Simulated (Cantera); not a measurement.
Input: 1 mol MgO, 0.19 mol O2, 2.2 mol CO2, 0.22 mol SO2, at 950 °C and 825 Torr.

Equilibrium computed with Cantera from the NASA thermochemical tables; the gas is ideal and each condensed phase is pure. Candidate condensed phases: C, Mg, MgCO3, MgO, MgS, MgSO4, S; 26 gas species. Mutual solubility and eutectic melting of coexisting phases are not modelled. Equilibrium is a limit: real reactors are often held back by kinetics, nucleation or transport.

Base state: CO2 0.909, O2 0.0518, SO2 0.0376, SO3 0.00192 (mole fractions); condensed: MgO(s) + MgSO4(s).

### Question
What changes in the equilibrium state with this change: MgO replaced by Fe2O3?

### Answer
| species | before | after |
|---|---|---|
| CO2 | 0.909 | 0.845 |
| SO2 | 0.0376 | 0.0797 |
| O2 | 0.0518 | 0.0706 |
| SO3 | 0.00192 | 0.00475 |
| MgO(s), mol | 0.876 | 0 |
| MgSO4(s), mol | 0.124 | 0 |
| Fe2O3(s), mol | 0 | 1.00 |
Further candidate phases: Fe, Fe(CO)5, FeO, FeS, FeSO4, FeS2, Fe2O3, Fe2(SO4)3, Fe3O4.

### Question
What changes in the equilibrium state with this change: temperature from 950 °C to 975 °C?

### Answer
| species | before | after |
|---|---|---|
| CO2 | 0.909 | 0.862 |
| SO2 | 0.0376 | 0.0686 |
| O2 | 0.0518 | 0.0657 |
| SO3 | 0.00192 | 0.00327 |
| MgO(s), mol | 0.876 | 0.963 |
| MgSO4(s), mol | 0.124 | 0.0366 |
